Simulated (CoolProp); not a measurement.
Oxygen at 529.67 K and 1.2 MPa is throttled through a valve to 0.317 MPa with no heat exchange. Each further row changes one setting.

Computed with CoolProp (reference Helmholtz-energy equation of state, Schmidt 1985).

```tsv
case	temperature change (K)	final density (kg/m³)
as stated	-0.5	___
outlet pressure 0.0951 MPa	-0.7	___
outlet pressure 0.412 MPa	-0.5	___
```

**Question.** Fill in the missing entries.

**Answer.** 
- as stated, final density (kg/m³): 2.30
- outlet pressure 0.0951 MPa, final density (kg/m³): 0.692
- outlet pressure 0.412 MPa, final density (kg/m³): 2.99

Above 300 K oxygen's equation is extrapolated.
